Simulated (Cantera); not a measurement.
Cantera run, input and output.

```python
import numpy as np
import cantera as ct

surf = ct.Interface("diamond.yaml", "diamond_100")
gas, bulk = surf.adjacent["gas"], surf.adjacent["diamond"]
k = surf.kinetics_species_index(bulk.species_names[0])
cover = ["c6HH", "c6H*", "c6*H", "c6**", "c6HM", "c6B"]

rows, drift = [], 0.0
print(f"{'xCH3':>10s}{'um/h':>11s}" + "".join(f"{s:>11s}" for s in cover))
for v in [1e-06, 2.5e-06, 6e-06, 1.5e-05, 3.6e-05, 8.9e-05, 0.00022, 0.00054, 0.0013]:
    T, P, xH, xCH3 = 1375, 25000, 0.0024, v
    gas.TPX = T, P, {"H": xH, "CH3": xCH3, "CH4": 0.0099, "H2": 1 - xH - xCH3 - 0.0099}
    surf.TP = bulk.TP = T, P
    surf.coverages = "c6H*:0.1, c6HH:0.9"
    surf.advance_coverages(100.0)
    before = surf.coverages
    surf.advance_coverages(100.0)
    drift = max(drift, np.max(np.abs(surf.coverages - before) / (surf.coverages + 1e-9)))
    rate = surf.net_production_rates[k] * bulk.mean_molecular_weight / bulk.density * 3.6e9
    rows.append([rate, *surf[cover].coverages])
    print(f"{v:10.4g}{rate:11.4e}" + "".join(f"{x:11.3e}" for x in rows[-1][1:]))
```

Result:

```
      xCH3       um/h       c6HH       c6H*       c6*H       c6**       c6HM        c6B
     1e-06 5.4300e-02  3.694e-01  5.585e-02  5.291e-01  4.565e-02  2.646e-06  1.473e-10
   2.5e-06 1.3574e-01  3.694e-01  5.585e-02  5.291e-01  4.565e-02  6.614e-06  3.683e-10
     6e-06 3.2569e-01  3.694e-01  5.585e-02  5.291e-01  4.563e-02  1.587e-05  8.838e-10
   1.5e-05 8.1372e-01  3.694e-01  5.584e-02  5.290e-01  4.560e-02  3.967e-05  2.208e-09
   3.6e-05 1.9501e+00  3.693e-01  5.583e-02  5.289e-01  4.552e-02  9.513e-05  5.292e-09
   8.9e-05 4.8036e+00  3.692e-01  5.580e-02  5.286e-01  4.533e-02  2.348e-04  1.303e-08
   0.00022 1.1769e+01  3.690e-01  5.574e-02  5.280e-01  4.486e-02  5.777e-04  3.194e-08
   0.00054 2.8278e+01  3.684e-01  5.557e-02  5.264e-01  4.376e-02  1.403e-03  7.674e-08
    0.0013 6.4861e+01  3.669e-01  5.521e-02  5.230e-01  4.133e-02  3.298e-03  1.760e-07
```

Computed with Cantera and the Harris–Goodwin 1993 mechanism for the reconstructed diamond (100) surface.
